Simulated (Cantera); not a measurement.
Cantera run:

```python
import numpy as np
import cantera as ct

gas_names = """
    H HO2 H2 H2O H2O2 Nb NbO NbO2 O OH O2 O3
""".split()
cond_names = """
    H2O(s) H2O(L) Nb(cr) Nb(L) NbO(s) NbO(L) NbO2(I) NbO2(II) NbO2(III) NbO2(L) Nb2O5(s) Nb2O5(L)
""".split()


def load(file, names, dense=False):
    # The tables refer to 1 bar. Condensed volumes are neglected.
    table = {s.name: s for s in ct.Species.list_from_file(file)}
    out = []
    for n in names:
        d = dict(table[n].input_data)
        d["thermo"] = dict(d["thermo"], **{"reference-pressure": 1e5})
        if dense:
            d["equation-of-state"] = {"model": "constant-volume", "density": "1e6 g/cm^3"}
        out.append(ct.Species.from_dict(d))
    return out


gas = ct.Solution(thermo="ideal-gas", species=load("nasa_gas.yaml", gas_names))
cond = {s.name: ct.Solution(thermo="fixed-stoichiometry", species=[s], name=s.name)
        for s in load("nasa_condensed.yaml", cond_names, dense=True)}
atoms = {
    'Nb2O5': {'Nb': 2, 'O': 5},
    'H2': {'H': 2},
}
top_T = {}  # K; cautious upper limits of use, not melting points


def equilibrate(T, P, feed):
    n = {}
    for name, mol in feed.items():
        for a, k in atoms[name].items():
            n[a] = n.get(a, 0.0) + k * mol
    gas.TPX = T, P, n
    mass = sum(n.values()) * gas.mean_molecular_weight
    gas.equilibrate("TP")
    valid = [c for c in cond.values() if c.min_temp <= T <= top_T.get(c.name, c.max_temp)]
    mix = ct.Mixture([(gas, mass / gas.mean_molecular_weight)] + [(c, 0.0) for c in valid])
    mix.T, mix.P = T, P
    mix.equilibrate("TP", solver="vcs", rtol=1e-11, max_steps=5000)
    return mix


results = []
feed = {'Nb2O5': 1, 'H2': 43}  # mol
T = 848.15  # K
P = 1000  # Pa
mix = equilibrate(T, P, feed)
results.append((T, P, feed, dict(zip(mix.species_names, mix.species_moles))))
print(gas.report(threshold=1e-06))
for i in range(1, mix.n_phases):
    print(f"{mix.phase(i).name:16s} {mix.phase_moles(i):12.5e} mol")
```

Output:

```
       temperature   848.15 K
          pressure   1000 Pa
           density   0.00028904 kg/m^3
  mean mol. weight   2.0383 kg/kmol
   phase of matter   gas

                          1 kg             1 kmol
                     ---------------   ---------------
          enthalpy        7.7498e+06        1.5796e+07  J
   internal energy          4.29e+06        8.7443e+06  J
           entropy             98004        1.9976e+05  J/K
    Gibbs function       -7.5372e+07       -1.5363e+08  J
 heat capacity c_p             14621             29801  J/K
 heat capacity c_v             10542             21487  J/K

                      mass frac. Y      mole frac. X     chem. pot. / RT
                     ---------------   ---------------   ---------------
                H2           0.98769           0.99861           -21.719
               H2O          0.012309         0.0013926           -69.848
     [  +10 minor]        9.4573e-11        1.9123e-10

Nb(cr)            0.00000e+00 mol
NbO(s)            0.00000e+00 mol
NbO2(I)           1.19767e-01 mol
Nb2O5(s)          9.40117e-01 mol
```

Method: chemical equilibrium by Gibbs-energy minimisation in Cantera with the NASA 1993 tables (ideal gas, pure condensed phases). Condensed phases not in the tables: the oxides between NbO2 and Nb2O5.
